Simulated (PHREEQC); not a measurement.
Hard or scaling water

Make-up at 20 °C: 8.9e-05 mol/kgw CaSO4, 0.00172 mol/kgw CO2 and 0.0001 mol/kgw H4SiO4. Closed to the air; pH follows from the charge balance.

Equilibrium calculation in PHREEQC: ion-association model, phreeqc.dat.

No solid was allowed to form.

Problem. Predict the pH.

Solution. pH 4.58.

Problem. In which forms is S present?

Solution. SO4-2 99 %, CaSO4 1.2 % of the S.

The solution is supersaturated, for example in Quartz (slow to form), so a real one may precipitate; this is no full list.
